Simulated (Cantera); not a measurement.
An isothermal, constant-pressure homogeneous reactor starts with CH4 : O2 : N2 = 0.0088 : 0.0076 : 1 (molar parts), equivalence ratio 2.3, at 1325 K and 10.0 bar. Integrator tolerance rtol = 1e-08.

Detailed kinetics in Cantera: GRI-Mech 3.0 (53 species, 325 reactions).

Q: What does this change do: pressure from 10.0 bar to 1.40 bar?

A: 
```tsv
quantity	before	after
x(CH4) at 70.0 s	0.00130 (gas-phase equilibrium 1.33e-8)	0.000959 (gas-phase equilibrium 2.61e-10)
x(O2) at 70.0 s	<1e-12 (gas-phase equilibrium <1e-12)	<1e-12 (gas-phase equilibrium <1e-12)
x(NO) at 70.0 s	2.23e-12 (gas-phase equilibrium 1.86e-11)	1.12e-10 (gas-phase equilibrium 4.98e-11)
x(C2H2) at 70.0 s	0.000613 (gas-phase equilibrium <1e-12)	0.000774 (gas-phase equilibrium <1e-12)
x(H2) at 70.0 s	0.00692 (gas-phase equilibrium 0.0124)	0.00743 (gas-phase equilibrium 0.0124)
```
